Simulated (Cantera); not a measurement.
# Equilibrium for chlorosilane synthesis and conversion: SiCl₄ + HCl + H₂

Input: 1 mol SiCl₄, 2 mol HCl, 0.9 mol H₂, at 575 K and 0.650 bar.

These are equilibrium values from Cantera (NASA tables, ideal gas, pure condensed phases), not measurements of a reactor. Candidate condensed phases: Si; 19 gas species. Equilibrium is a limit: real reactors are often held back by kinetics, nucleation or transport.

The x(HCl) comes out as 0.513 and the x(SiCl₄) comes out as 0.256. The x(H₂) comes out as 0.231, the x(SiHCl₃) is 1.71e-6 and the gas amount is 3.900 mol. The log10 activity of Si(s) (absent) is -18.23.
